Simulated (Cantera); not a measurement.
A Cantera script and what it prints.

```python
import numpy as np
import cantera as ct

gas_names = [...]  # 109 gases of nasa_gas.yaml made of C, Cl, H, Si
cond_names = """
    C(gr) C6H6(L) C7H8(L) C8H18(L),n-octa Si(cr) Si(L) SiC(b)
""".split()


# ... load() reads the species with a 1 bar reference pressure and builds the phases ...
atoms = {
    'CH3SiCl3': {'C': 1, 'H': 3, 'Si': 1, 'CL': 3},
    'H2': {'H': 2},
}
top_T = {'C(gr)': 4500, 'SiC(b)': 3050}  # K; cautious upper limits of use, not melting points


# ... equilibrate(T, P, feed) seeds the gas with the atoms and calls Mixture.equilibrate('TP', solver="vcs", rtol=1e-11, max_steps=5000) ...
results = []
feed = {'CH3SiCl3': 1, 'H2': 410}  # mol
P = 12000  # Pa
for T in [950, 1050, 1150, 1250, 1350, 1450, 1550, 1650, 1750, 1850, 1950, 2050, 2150, 2250]:
    mix = equilibrate(T, P, feed)
    results.append((T, P, feed, dict(zip(mix.species_names, mix.species_moles))))
    x = sorted(zip(gas.X, gas.species_names), reverse=True)
    print(f"T = {T:g} K  P = {P:g} Pa  gas = {mix.phase_moles(0):.4g} mol")
    print("   x: " + "  ".join(f"{s} {v:.3e}" for v, s in x if v > 1e-05))
    print("   condensed (mol): " + ("  ".join(f"{mix.phase(i).name} {mix.phase_moles(i):.4g}"
          for i in range(1, mix.n_phases) if mix.phase_moles(i) > 1e-12) or "none"))
```

Result:

```
T = 950 K  P = 12000 Pa  gas = 412.8 mol
   x: H2 9.931e-01  HCL 6.467e-03  CH4 2.271e-04  SiCL4 1.273e-04  SiHCL3 8.962e-05
   condensed (mol): SiC(b) 0.9063
T = 1050 K  P = 12000 Pa  gas = 413 mol
   x: H2 9.928e-01  HCL 7.077e-03  CH4 6.015e-05  SiHCL3 2.758e-05  SiCL4 1.894e-05
   condensed (mol): SiC(b) 0.9752
T = 1150 K  P = 12000 Pa  gas = 413 mol
   x: H2 9.927e-01  HCL 7.197e-03  CH4 2.728e-05  SiCL2 1.428e-05
   condensed (mol): SiC(b) 0.9887
T = 1250 K  P = 12000 Pa  gas = 413 mol
   x: H2 9.927e-01  HCL 7.219e-03  CH4 2.138e-05  SiCL2 1.815e-05
   condensed (mol): SiC(b) 0.9912
T = 1350 K  P = 12000 Pa  gas = 413 mol
   x: H2 9.927e-01  HCL 7.223e-03  CH4 2.010e-05  SiCL2 1.905e-05
   condensed (mol): SiC(b) 0.9917
T = 1450 K  P = 12000 Pa  gas = 413 mol
   x: H2 9.927e-01  HCL 7.224e-03  H 2.720e-05  CH4 1.967e-05  SiCL2 1.917e-05
   condensed (mol): SiC(b) 0.9919
T = 1550 K  P = 12000 Pa  gas = 413 mol
   x: H2 9.926e-01  HCL 7.225e-03  H 9.058e-05  CH4 1.944e-05  SiCL2 1.908e-05
   condensed (mol): SiC(b) 0.9919
T = 1650 K  P = 12000 Pa  gas = 413 mol
   x: H2 9.925e-01  HCL 7.223e-03  H 2.613e-04  CH4 1.912e-05  SiCL2 1.907e-05
   condensed (mol): SiC(b) 0.9915
T = 1750 K  P = 12000 Pa  gas = 413.1 mol
   x: H2 9.921e-01  HCL 7.218e-03  H 6.687e-04  SiCL2 1.981e-05  CH4 1.808e-05
   condensed (mol): SiC(b) 0.9898
T = 1850 K  P = 12000 Pa  gas = 413.3 mol
   x: H2 9.912e-01  HCL 7.205e-03  H 1.548e-03  SiCL2 2.171e-05  CH4 1.618e-05  C2H2,acetylene 1.139e-05
   condensed (mol): SiC(b) 0.9836
T = 1950 K  P = 12000 Pa  gas = 413.7 mol
   x: H2 9.894e-01  HCL 7.183e-03  H 3.292e-03  C2H2,acetylene 3.529e-05  Si 3.523e-05  SiCL2 2.354e-05  CL 1.791e-05  CH4 1.460e-05  SiH2 1.393e-05
   condensed (mol): SiC(b) 0.9639
T = 2050 K  P = 12000 Pa  gas = 414.4 mol
   x: H2 9.860e-01  HCL 7.148e-03  H 6.503e-03  Si 1.334e-04  C2H2,acetylene 1.053e-04  CL 3.490e-05  SiH2 2.861e-05  SiH 2.775e-05  SiCL2 2.427e-05  CH4 1.380e-05
   condensed (mol): SiC(b) 0.9038
T = 2150 K  P = 12000 Pa  gas = 415.7 mol
   x: H2 9.799e-01  H 1.205e-02  HCL 7.088e-03  Si 4.321e-04  C2H2,acetylene 2.998e-04  SiH 7.244e-05  CL 6.379e-05  SiH2 5.310e-05  SiCL2 2.405e-05  Si2C 2.127e-05  SiCL 1.626e-05  CH4 1.345e-05
   condensed (mol): SiC(b) 0.7301
T = 2250 K  P = 12000 Pa  gas = 418 mol
   x: H2 9.693e-01  H 2.111e-02  HCL 6.989e-03  Si 1.240e-03  C2H2,acetylene 7.978e-04  SiH 1.701e-04  CL 1.101e-04  SiH2 9.126e-05  Si2C 8.595e-05  SiC2 3.526e-05  SiCL 3.101e-05  SiCL2 2.325e-05  CH4 1.323e-05
   condensed (mol): SiC(b) 0.2582
```

Method: chemical equilibrium by Gibbs-energy minimisation in Cantera with the NASA 1993 tables (ideal gas, pure condensed phases). The feed counts by its element totals alone. The tables' values for SiCl are old estimates; treat these amounts as uncertain. Gases not in the tables: Si2H6 and higher silanes.
